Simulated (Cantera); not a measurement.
A perfectly stirred reactor is fed with 8.58 % CH3OH, 19.2 % O2, 72.2 % N2, equivalence ratio 0.67, at 0.360 bar; it is adiabatic with a 600 K inlet, and is followed from long to short residence time, starting on the burning branch (τ in s: 0.055, 0.026, 0.012, 0.0057, 0.0027, 0.0012, 0.00058, 0.00027, 0.00013, 6e-05, 2.8e-05, 1.3e-05).

Cantera simulation using GRI-Mech 3.0 (53 species, 325 reactions); the numbers are that mechanism's predictions, not measurements. GRI-Mech 3.0 was tuned for natural gas; its chemistry of methanol as a main component is partial and can be far from experiment.

**Question.** Predict: blow-out, bracketed by the residence times tried; x(CH3OH) at τ = 55.0 ms; x(O2) at τ = 55.0 ms; x(CH3) at τ = 55.0 ms; x(CH4) at τ = 55.0 ms; x(CH3OH) at τ = 0.580 ms; x(O2) at τ = 0.580 ms; x(CH3) at τ = 0.580 ms; x(CH4) at τ = 0.580 ms.

**Answer.** 
```json
{
  "blow_out_bracketed_by_the_residence_times_tried": "burning at 0.270 ms, out at 0.130 ms",
  "x(CH3OH) at τ = 55.0 ms": "3.45e-6",
  "x(O2) at τ = 55.0 ms": "0.0611",
  "x(CH3) at τ = 55.0 ms": "1.06e-7",
  "x(CH4) at τ = 55.0 ms": "1.71e-8",
  "x(CH3OH) at τ = 0.580 ms": "0.000123",
  "x(O2) at τ = 0.580 ms": "0.0697",
  "x(CH3) at τ = 0.580 ms": "1.03e-5",
  "x(CH4) at τ = 0.580 ms": "1.35e-6"
}
```
